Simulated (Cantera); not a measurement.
Input: 1 mol Nb, 14 mol N2O, 14 mol N2, at 0.533 Torr.

Method: chemical equilibrium by Gibbs-energy minimisation in Cantera with the NASA 1993 tables (ideal gas, pure condensed phases). Candidate condensed phases: Nb, NbO, NbO2, Nb2O5; 12 gas species. Condensed phases not in the tables: the oxides between NbO2 and Nb2O5. Kinetics and transport are ignored.

x: gas mole fraction; n: condensed amount in mol.

| T (°C) | x N2 | x O | x O2 | x NbO2 | x NO | n Nb2O5(s) | n Nb2O5(l) |
|---|---|---|---|---|---|---|---|
| 1250 | 0.829 | 8.53e-5 | 0.170 | 8.39e-10 | 0.00126 | 0.500 | 0 |
| 1350 | 0.829 | 0.000294 | 0.169 | 2.81e-8 | 0.00196 | 0.500 | 0 |
| 1450 | 0.828 | 0.000876 | 0.168 | 6.20e-7 | 0.00290 | 0.500 | 0 |
| 1550 | 0.827 | 0.00231 | 0.167 | 8.98e-6 | 0.00410 | 0 | 0.500 |
| 1650 | 0.824 | 0.00551 | 0.164 | 8.66e-5 | 0.00556 | 0 | 0.499 |
| 1750 | 0.820 | 0.0120 | 0.160 | 0.000659 | 0.00726 | 0 | 0.489 |
| 1850 | 0.811 | (withheld) | 0.152 | (withheld) | (withheld) | 0 | (withheld) |
| 1950 | 0.784 | 0.0439 | 0.140 | 0.0216 | 0.0108 | 0 | 0.117 |
| 2050 | 0.764 | 0.0743 | 0.122 | 0.0275 | 0.0123 | 0 | 0 |
| 2150 | 0.747 | 0.115 | 0.0975 | 0.0269 | 0.0133 | 0 | 0 |
| 2250 | 0.729 | 0.161 | 0.0703 | 0.0262 | 0.0133 | 0 | 0 |
| 2350 | 0.712 | (withheld) | (withheld) | 0.0255 | 0.0124 | 0 | 0 |
| 2450 | 0.698 | 0.240 | 0.0258 | 0.0247 | 0.0109 | 0 | 0 |

What belongs in the gaps?


- 1850, x O: 0.0238
- 1850, x NbO2: 0.00411
- 1850, x NO: 0.00909
- 1850, n Nb2O5(l): 0.430
- 2350, x O: 0.205
- 2350, x O2: 0.0449
